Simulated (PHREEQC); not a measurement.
Reverse-osmosis reject: speciation

Model water analysis in mg/kgw, 25 °C, pH 7.6, pe 12.1:

```csv
constituent,mg/kgw
Na,36
K,92.4
Ca,54.5
Mg,171
Cl,237
S(6) as SO4,16.7
Alkalinity as HCO3,784
Li,0.384
Zn,3.3
Cu(2),1.97
Cd,41.1
```

Valence states are taken as typed.

Computed with PHREEQC (ion-association model, wateq4f.dat).

This is a speciation only: nothing precipitates in the calculation.

Predict the ionic strength, charge-balance error.

ionic strength 0.0277 mol/kgw; charge-balance error 4.5 %.

In which forms is Cu present?

CuCO3 69 %, Cu(OH)2 22 %, CuHCO3+ 4.1 %, Cu(CO3)2-2 3.1 %, Cu+2 1.2 % of the Cu.

The solution is supersaturated, for example in Otavite, Malachite, so a real one may precipitate; this is no full list. The database's cadmium carbonate complexes are estimates of doubtful size. The database's constant for dissolved Cu(OH)2 is higher than later reviews accept. The database's zinc carbonate complexes are estimates, stronger than later reviews accept.
